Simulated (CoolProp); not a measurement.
The fluid at 293.15 K and 0.484 MPa is throttled through a valve to 0.212 MPa with no heat exchange. The same conditions are run with several fluids, on thermodynamics alone (safety and materials aside).

Values from CoolProp's reference Helmholtz-energy equation of state of each fluid (hydrogen sulfide: Lemmon 2006; carbon dioxide: Span 1996; carbon monoxide: Lemmon 2006; R125: Lemmon 2005; CH3F (R41): Lemmon 2006).

| fluid | temperature change (K) | final density (kg/m³) |
|---|---|---|
| hydrogen sulfide | (withheld) | 3.07 |
| carbon dioxide | (withheld) | (withheld) |
| carbon monoxide | (withheld) | (withheld) |
| R125 | (withheld) | (withheld) |
| CH3F (R41) | (withheld) | 3.07 |

Some entries are withheld; supply them.


- hydrogen sulfide, temperature change (K): -5.0
- carbon dioxide, temperature change (K): -3.2
- carbon dioxide, final density (kg/m³): 3.91
- carbon monoxide, temperature change (K): -0.7
- carbon monoxide, final density (kg/m³): 2.44
- R125, temperature change (K): -4.3
- R125, final density (kg/m³): 11.0
- CH3F (R41), temperature change (K): -5.2
